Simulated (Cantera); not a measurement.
Charge: 1 mol CH3Cl, 0.031 mol HCl, 2.2 mol H2, 2.7 mol F2, held at 0.0110 bar.

Cantera equilibrium calculation (NASA polynomials, part measured and part estimated; ideal gas, pure solids and liquids). Candidate condensed phases: C, C6H6, C7H8, C8H18; 118 gas species. Kinetics and transport are ignored.

x: gas mole fraction; n: condensed amount in mol.

```
T (K)   x HF  x HCl    x H2  x Cl       x H  n C(graphite)
-----  -----  -----  ------  ----  --------  -------------
1548   0.779  0.149  0.0722     ?   7.89e-5          1.000
1598   0.779  0.149  0.0722     ?  0.000136          1.000
1648   0.779  0.148  0.0722     ?  0.000228          1.000
1698   0.779  0.148  0.0722     ?  0.000370          1.000
1748   0.779  0.148  0.0722     ?  0.000586          1.000
1798   0.778  0.147  0.0723     ?  0.000903          1.000
1848   0.778  0.146  0.0724     ?   0.00136          1.000
1898   0.777  0.145  0.0724     ?   0.00201          1.000
```

Fill in the missing entries.


- 1548, x Cl: 0.000130
- 1598, x Cl: 0.000222
- 1648, x Cl: 0.000368
- 1698, x Cl: 0.000591
- 1748, x Cl: 0.000924
- 1798, x Cl: 0.00141
- 1848, x Cl: 0.00209
- 1898, x Cl: 0.00304
